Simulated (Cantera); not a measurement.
A perfectly stirred reactor is fed with CH4 : CO2 : H2 = 1 : 0.61 : 2 (molar parts), at 100.0 Torr; it is held at 1775 K, and followed from long to short residence time.

Cantera simulation using GRI-Mech 3.0 (53 species, 325 reactions); the numbers are that mechanism's predictions, not measurements. GRI-Mech 3.0 stops at C3 and has no aromatics, soot or wall deposition, so with more carbon than oxygen in the feed, carbon stays in small species such as C2H2 where larger ones or solid carbon would form.

### Question
What does this change do: CO2 0.61 to 1.4 parts?

### Answer
```csv
quantity,before,after
x(CH4) at τ = 25.0 s,0.00512,0.00375
x(CO2) at τ = 25.0 s,0.000905,0.0115
x(H2) at τ = 25.0 s,0.717,0.557
x(H2O) at τ = 25.0 s,0.00981,0.0661
x(CH2O) at τ = 25.0 s,1.89e-8,9.33e-8
x(CH4) at τ = 43.0 ms,0.100,0.0795
x(CO2) at τ = 43.0 ms,0.0530,0.119
x(H2) at τ = 43.0 ms,0.595,0.427
x(H2O) at τ = 43.0 ms,0.0877,0.150
x(CH2O) at τ = 43.0 ms,3.08e-6,7.64e-6
```
